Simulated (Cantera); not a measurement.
Charge: 1 mol S, 1.8 mol H₂O, 4.1 mol H₂, equilibrated at 2927 °C and 9.75 Torr.

Method: chemical equilibrium by Gibbs-energy minimisation in Cantera with the NASA 1993 tables (ideal gas, pure condensed phases). Candidate condensed phases: H₂O, H₂SO₄, S; 19 gas species. Rates play no part.

Base state: H 0.716, O 0.0955, H₂ 0.0843, S 0.0614, OH 0.0188, SO 0.0135, H₂O 0.00577, O₂ 0.00255 (mole fractions); condensed: gas only.

**Question.** What changes in the equilibrium state with this change: temperature from 2927 °C to 977 °C?

**Answer.** 
```tsv
species	before	after
H₂	0.0843	0.552
H₂O	0.00577	0.299
H₂S	1.18e-5	0.130
H	0.716	3.15e-6
O	0.0955	<1e-9
OH	0.0188	1.76e-8
S	0.0614	1.47e-6
SO	0.0135	1.19e-5
S₂	0.000255	0.0178
O₂	0.00255	<1e-9
SO₂	0.000583	8.06e-5
```
Gases not in the tables: S₃ to S₇.
